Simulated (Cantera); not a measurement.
Cantera run:

```python
import numpy as np
import cantera as ct

gas_names = """
    CL CLO CL2 Fe FeCL FeCL2 FeCL3 FeO Fe(OH)2 Fe2CL4 Fe2CL6 H HCL HOCL HO2 H2 H2O H2O2 O OH O2 O3
""".split()
cond_names = """
    Fe(a) Fe(c) Fe(d) Fe(L) FeCL2(s) FeCL2(L) FeCL3(s) FeCL3(L) FeO(s) FeO(L) Fe(OH)2(s) Fe(OH)3(s)
    Fe2O3(s) Fe3O4(s) H2O(s) H2O(L)
""".split()


def load(file, names, dense=False):
    # The tables refer to 1 bar. Condensed volumes are neglected.
    table = {s.name: s for s in ct.Species.list_from_file(file)}
    out = []
    for n in names:
        d = dict(table[n].input_data)
        d["thermo"] = dict(d["thermo"], **{"reference-pressure": 1e5})
        if dense:
            d["equation-of-state"] = {"model": "constant-volume", "density": "1e6 g/cm^3"}
        out.append(ct.Species.from_dict(d))
    return out


gas = ct.Solution(thermo="ideal-gas", species=load("nasa_gas.yaml", gas_names))
cond = {s.name: ct.Solution(thermo="fixed-stoichiometry", species=[s], name=s.name)
        for s in load("nasa_condensed.yaml", cond_names, dense=True)}
atoms = {
    'Fe': {'Fe': 1},
    'Cl2': {'CL': 2},
    'H2O': {'H': 2, 'O': 1},
}
top_T = {'Fe2O3(s)': 1830, 'Fe3O4(s)': 1870}  # K; cautious upper limits of use, not melting points


def equilibrate(T, P, feed):
    n = {}
    for name, mol in feed.items():
        for a, k in atoms[name].items():
            n[a] = n.get(a, 0.0) + k * mol
    gas.TPX = T, P, n
    mass = sum(n.values()) * gas.mean_molecular_weight
    gas.equilibrate("TP")
    valid = [c for c in cond.values() if c.min_temp <= T <= top_T.get(c.name, c.max_temp)]
    mix = ct.Mixture([(gas, mass / gas.mean_molecular_weight)] + [(c, 0.0) for c in valid])
    mix.T, mix.P = T, P
    mix.equilibrate("TP", solver="vcs", rtol=1e-11, max_steps=5000)
    return mix


results = []
feed = {'Fe': 1, 'Cl2': 0.15, 'H2O': 2.2}  # mol
T = 1198.15  # K
P = 100000  # Pa
mix = equilibrate(T, P, feed)
results.append((T, P, feed, dict(zip(mix.species_names, mix.species_moles))))
print(gas.report(threshold=0.0001))
for i in range(1, mix.n_phases):
    print(f"{mix.phase(i).name:16s} {mix.phase_moles(i):12.5e} mol")
```

It prints:

```
       temperature   1198.2 K
          pressure   1e+05 Pa
           density   0.14854 kg/m^3
  mean mol. weight   14.797 kg/kmol
   phase of matter   gas

                          1 kg             1 kmol
                     ---------------   ---------------
          enthalpy       -7.0952e+06       -1.0499e+08  J
   internal energy       -7.7685e+06       -1.1495e+08  J
           entropy             15056        2.2278e+05  J/K
    Gibbs function       -2.5134e+07       -3.7191e+08  J
 heat capacity c_p            2565.9             37967  J/K
 heat capacity c_v              2004             29653  J/K

                      mass frac. Y      mole frac. X     chem. pot. / RT
                     ---------------   ---------------   ---------------
             FeCL2           0.02545         0.0029712           -60.595
               HCL           0.29983           0.12169           -36.128
                H2           0.04928            0.3617            -18.99
               H2O           0.62533           0.51362           -50.401
     [  +18 minor]        0.00011049        6.9715e-06

Fe(c)             0.00000e+00 mol
FeCL2(L)          0.00000e+00 mol
FeCL3(L)          0.00000e+00 mol
FeO(s)            9.92988e-01 mol
Fe(OH)2(s)        0.00000e+00 mol
Fe(OH)3(s)        0.00000e+00 mol
Fe2O3(s)          0.00000e+00 mol
Fe3O4(s)          0.00000e+00 mol
```

Cantera equilibrium calculation (NASA polynomials, part measured and part estimated; ideal gas, pure solids and liquids). The tables' stoichiometric FeO is somewhat more stable than real wüstite, so its field is too wide. FeO: taken at fixed stoichiometry.
